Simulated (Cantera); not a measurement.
Cantera run, input and output.

```python
import numpy as np
import cantera as ct

gas = ct.Solution("gri30.yaml")
gas.TPX = 300, 110000, {'CH4': 1, 'C2H6': 0.041, 'O2': 1.79, 'N2': 5}
flame = ct.FreeFlame(gas, width=0.037)
flame.set_refine_criteria(ratio=3, slope=0.08, curve=0.16)
flame.transport_model = "mixture-averaged"
flame.solve(loglevel=0, auto=True)
z, T = flame.grid, flame.T
thick = (T[-1] - T[0]) / np.gradient(T, z).max()
show = ['CH4', 'C2H6', 'O2', 'CH3', 'NO2', 'H2']
print(f"laminar burning velocity  {flame.velocity[0] * 100:.3f} cm/s")
print(f"burnt temperature         {T[-1]:.1f} K")
print(f"thermal thickness         {thick * 1e3:.4f} mm")
print(f"grid points               {len(z)}")
z0 = z[flame.heat_release_rate.argmax()]
print(f"{'z/mm':>9s}{'T/K':>9s}{'u/(m/s)':>9s}" + "".join(f"{s:>11s}" for s in show))
rows = []
for k in (-3, -2, -1.5, -1, -0.5, -0.25, 0, 0.25, 0.5, 1, 2, 4, 8):
    zz = z0 + k * thick
    rows.append([k * thick, np.interp(zz, z, T), np.interp(zz, z, flame.velocity),
                 *(np.interp(zz, z, flame.X[gas.species_index(s)]) for s in show)])
    print(f"{rows[-1][0] * 1e3:9.3f}{rows[-1][1]:9.1f}{rows[-1][2]:9.3f}" + "".join(f"{x:11.3e}" for x in rows[-1][3:]))
```

Output:

```
laminar burning velocity  59.066 cm/s
burnt temperature         2404.3 K
thermal thickness         0.2900 mm
grid points               166
     z/mm      T/K  u/(m/s)        CH4       C2H6         O2        CH3        NO2         H2
   -0.870    300.0    0.591  1.276e-01  5.233e-03  2.284e-01  1.411e-10  9.295e-12  5.882e-04
   -0.580    300.5    0.593  1.273e-01  5.223e-03  2.280e-01  4.609e-09  5.123e-10  2.700e-03
   -0.435    305.1    0.604  1.265e-01  5.203e-03  2.269e-01  5.061e-08  8.179e-09  6.583e-03
   -0.290    382.3    0.766  1.207e-01  5.120e-03  2.205e-01  2.008e-06  2.078e-07  1.686e-02
   -0.145    979.6    2.018  8.269e-02  4.429e-03  1.707e-01  5.375e-04  2.774e-07  3.377e-02
   -0.073   1492.2    3.127  4.463e-02  2.382e-03  1.155e-01  3.522e-03  6.664e-08  4.142e-02
    0.000   1919.3    4.072  1.126e-02  1.807e-04  5.741e-02  4.261e-03  1.300e-08  4.364e-02
    0.073   2104.6    4.472  1.100e-03  1.335e-06  2.423e-02  9.021e-04  4.013e-09  3.890e-02
    0.145   2153.1    4.560  6.201e-05  4.312e-09  1.223e-02  6.897e-05  4.084e-09  3.532e-02
    0.290   2189.1    4.611  1.912e-07  6.973e-14  6.902e-03  2.549e-07  4.648e-09  3.450e-02
    0.580   2231.2    4.682  8.632e-11  1.513e-19  5.210e-03  1.292e-10  5.068e-09  3.443e-02
    1.160   2283.6    4.776  1.320e-14  1.508e-25  3.778e-03  4.951e-14  5.819e-09  3.343e-02
    2.320   2335.9    4.869  1.488e-14  8.960e-28  2.387e-03  4.506e-14  6.982e-09  3.219e-02
```

Model: GRI-Mech 3.0 (53 species, 325 reactions), integrated in Cantera. Burning velocities carry a grid error of a few per cent, more on coarse grids.
